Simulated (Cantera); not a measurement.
Input: 1 mol SiHCl₃, 2.7 mol CH₄, 750 mol H₂, at 2648 K and 73000 Pa.

Method: chemical equilibrium by Gibbs-energy minimisation in Cantera with the NASA 1993 tables (ideal gas, pure condensed phases). Candidate condensed phases: C, C₆H₆, C₇H₈, C₈H₁₈, Si, SiC; 109 gas species. Gases not in the tables: Si₂H₆ and higher silanes. Kinetics and transport are ignored.

Base state: H₂ 0.940, H 0.0528, HCl 0.00370, C₂H₂ (acetylene) 0.00166, Si 0.000964, SiH 0.000171, Cl 0.000145, SiH₂ 8.30e-5 (mole fractions); condensed: gas only.

Q: What changes in the equilibrium state with this change: SiHCl₃ replaced by CH₃SiH₃?

A: 
| species | before | after |
|---|---|---|
| H₂ | 0.940 | 0.944 |
| H | 0.0528 | 0.0529 |
| C₂H₂ (acetylene) | 0.00166 | 0.00227 |
| HCl | 0.00370 | 0 |
| Si | 0.000964 | 0.000959 |
| Cl | 0.000145 | 0 |
| C₂H | 8.96e-6 | 1.23e-5 |
The feed counts by its element totals alone.
